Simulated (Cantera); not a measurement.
Feed: 1 mol SiH2Cl2, 0.011 mol CH4, 14 mol H2, held at 2275 K and 0.100 bar.

Equilibrium computed with Cantera from the NASA thermochemical tables; the gas is ideal and each condensed phase is pure. The tables' values for SiCl, SiCl3 are old estimates; treat these amounts as uncertain. Gases not in the tables: Si2H6 and higher silanes. Rates play no part.

```
species             before     after
----------------  --------  --------
H2                   0.859     0.793
HCl                 0.0866    0.0829
H                   0.0249    0.0634
Si                 0.00745    0.0349
SiCl2               0.0157    0.0116
C2H2 (acetylene)   5.28e-5   8.21e-6
Si2               0.000137  0.000796
Si3                2.60e-5  0.000123
SiH               0.000839   0.00270
Cl                 0.00181   0.00469
SiCl               0.00204   0.00478
Si(l), mol           0.544         0
```
Gas species are given as mole fractions.

### Question
Which change was made?
(A) temperature from 2275 K to 2475 K
(B) pressure from 0.100 bar to 0.150 bar
(C) temperature from 2275 K to 1348 K
(D) H2 from 14 to 170 mol

### Answer
A, temperature from 2275 K to 2475 K
